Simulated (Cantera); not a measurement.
Feed: 1 mol B, 1.4 mol H₂O, 5.8 mol N₂, at 47000 Pa.

These are equilibrium values from Cantera (NASA tables, ideal gas, pure condensed phases), not measurements of a reactor. Candidate condensed phases: B, BN, B₂O₃, B₃O₃H₃, H₂O; 39 gas species. N₂ is the only nitrogen source here; it is nearly inert below about 1500 K, so the nitride shown seldom forms there in practice. Mutual solubility and eutectic melting of coexisting phases are not modelled. Gases not in the tables: H₃BO₃. Equilibrium is a limit: real reactors are often held back by kinetics, nucleation or transport.

x: gas mole fraction; n: condensed amount in mol.

```csv
T (K),x N₂,x H₂,x B₂O₃,x HBO₂,x HBO,x B₂O₂,n BN(s),n B₂O₃(l)
825,0.805,0.194,<1e-12,1.62e-8,<1e-12,<1e-12,0.0735,0.463
975,0.805,0.194,(withheld),(withheld),(withheld),<1e-12,0.0732,0.463
1125,0.805,0.194,1.42e-9,1.39e-5,5.05e-8,<1e-12,0.0729,0.464
1275,0.805,0.194,1.96e-7,0.000115,1.94e-6,2.97e-10,0.0727,0.463
1425,0.804,0.194,9.14e-6,0.000589,3.39e-5,5.45e-8,0.0734,0.461
1575,0.803,0.193,0.000198,0.00215,0.000336,3.60e-6,0.0760,0.452
1725,0.799,0.189,(withheld),(withheld),(withheld),(withheld),0.0801,(withheld)
1875,0.777,0.175,0.0198,0.0140,0.0102,0.00198,0.0694,0.212
```

Fill in the missing entries.


- 975, x B₂O₃: 2.09e-12
- 975, x HBO₂: 8.27e-7
- 975, x HBO: 4.11e-10
- 1725, x B₂O₃: 0.00245
- 1725, x HBO₂: 0.00612
- 1725, x HBO: 0.00219
- 1725, x B₂O₂: 0.000112
- 1725, n B₂O₃(l): 0.411
